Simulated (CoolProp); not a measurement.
A closed Brayton cycle with dry air: compressor inlet 306.15 K and 5.4 MPa, high pressure 17.7 MPa, turbine inlet 940 K, compressor efficiency 0.89, turbine efficiency 0.93, recuperator effectiveness 0.95 (on enthalpy, no pinch check). Each further row changes one setting.

The numbers come from the reference Helmholtz-energy equation of state, Lemmon 2000 in CoolProp. It is a pseudo-pure fit of the blend.

| case | thermal efficiency (%) | net work (kJ/kg) | compressor to turbine work | compressor exit (K) | turbine exit (K) |
|---|---|---|---|---|---|
| as stated | 42.8 | 122 | 0.54 | 447.0 | 707.1 |
| turbine inlet 890 K | ? | ? | ? | 447.0 | 667.5 |
| compressor inlet 316.15 K | 41.2 | 117 | 0.56 | ? | 707.1 |
| high pressure 15 MPa | 44.2 | ? | ? | ? | 736.0 |
| recuperator effectiveness 0.5 | ? | 122 | 0.54 | 447.0 | 707.1 |

Question: Fill in the missing entries.

Answer: 
- turbine inlet 890 K, thermal efficiency (%): 40.1
- turbine inlet 890 K, net work (kJ/kg): 108
- turbine inlet 890 K, compressor to turbine work: 0.57
- compressor inlet 316.15 K, compressor exit (K): 461.3
- high pressure 15 MPa, net work (kJ/kg): 113
- high pressure 15 MPa, compressor to turbine work: 0.51
- high pressure 15 MPa, compressor exit (K): 424.5
- recuperator effectiveness 0.5, thermal efficiency (%): 29.8
